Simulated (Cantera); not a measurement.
Feed: 1 mol SiCl4, 45 mol N2, at 1623 K and 10000 Pa.

Cantera equilibrium calculation (NASA polynomials, part measured and part estimated; ideal gas, pure solids and liquids). Candidate condensed phases: Si, Si3N4; 13 gas species. The tables' values for SiCl3 are old estimates; treat these amounts as uncertain. Kinetics and transport are ignored.

Base state: N2 0.976, SiCl4 0.0197, Cl 0.00228, SiCl3 0.00168, SiCl2 0.000334, Cl2 3.29e-5 (mole fractions); condensed: gas only.

**Question.** What changes in the equilibrium state with this change: pressure from 10000 Pa to 4400 Pa?

**Answer.** 
| species | before | after |
|---|---|---|
| N2 | 0.976 | 0.975 |
| SiCl4 | 0.0197 | 0.0187 |
| Cl | 0.00228 | 0.00357 |
| SiCl2 | 0.000334 | 0.000666 |
| SiCl3 | 0.00168 | 0.00231 |
| Cl2 | 3.29e-5 | 3.55e-5 |

**Question.** What changes in the equilibrium state with this change: temperature from 1623 K to 1500 K?

**Answer.** 
```csv
species,before,after
N2,0.976,0.978
SiCl4,0.0197,0.0211
Cl,0.00228,0.000654
SiCl2,0.000334,5.04e-5
SiCl3,0.00168,0.000578
Cl2,3.29e-5,1.25e-5
```
